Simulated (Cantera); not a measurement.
Charge: 1 mol SF6, 8.4 mol H2O, held at 13300 Pa.

Cantera equilibrium calculation (NASA polynomials, part measured and part estimated; ideal gas, pure solids and liquids). Candidate condensed phases: H2O, H2SO4, S; 43 gas species. Equilibrium is a limit: real reactors are often held back by kinetics, nucleation or transport.

log p: log10 of the partial pressure in bar; nothing condenses.

| T (K) | log p HF | log p H2O | log p H | log p O | log p OH | log p H2 | log p SO2 | log p O2 | log p SO |
|---|---|---|---|---|---|---|---|---|---|
| 1425 | -1.21 | -1.25 | -8.31 | -7.00 | -4.93 | -6.29 | -1.99 | -2.29 | -7.85 |
| 1575 | -1.21 | -1.25 | … | … | … | … | -1.99 | -2.29 | … |
| 1725 | -1.21 | -1.25 | -6.08 | -5.38 | -3.90 | -4.69 | -1.99 | -2.29 | -5.93 |
| 1875 | -1.21 | -1.26 | -5.23 | -4.76 | -3.50 | -4.09 | -1.99 | -2.29 | -5.19 |
| 2025 | -1.21 | -1.26 | -4.50 | -4.24 | -3.17 | -3.57 | -1.99 | -2.29 | -4.57 |
| 2175 | -1.21 | -1.27 | -3.88 | -3.78 | -2.88 | -3.14 | -1.99 | -2.29 | -4.04 |
| 2325 | -1.21 | -1.29 | -3.34 | -3.38 | -2.64 | -2.77 | -2.00 | -2.27 | -3.60 |
| 2475 | -1.22 | -1.32 | -2.89 | -3.01 | -2.42 | -2.48 | -2.03 | -2.23 | -3.23 |
| 2625 | -1.24 | … | … | … | … | … | -2.07 | -2.18 | … |
| 2775 | -1.26 | -1.46 | -2.17 | -2.38 | -2.10 | -2.10 | -2.15 | -2.14 | -2.71 |
| 2925 | -1.29 | -1.60 | -1.90 | -2.12 | -2.00 | -2.00 | -2.27 | -2.11 | -2.55 |
| 3075 | -1.33 | -1.79 | -1.69 | -1.90 | -1.96 | -1.97 | -2.44 | -2.12 | -2.46 |

Problem. What belongs in the gaps?

Solution. 
- 1575, log p H: -7.09
- 1575, log p O: -6.11
- 1575, log p OH: -4.37
- 1575, log p H2: -5.42
- 1575, log p SO: -6.80
- 2625, log p H2O: -1.37
- 2625, log p H: -2.50
- 2625, log p O: -2.68
- 2625, log p OH: -2.24
- 2625, log p H2: -2.26
- 2625, log p SO: -2.93
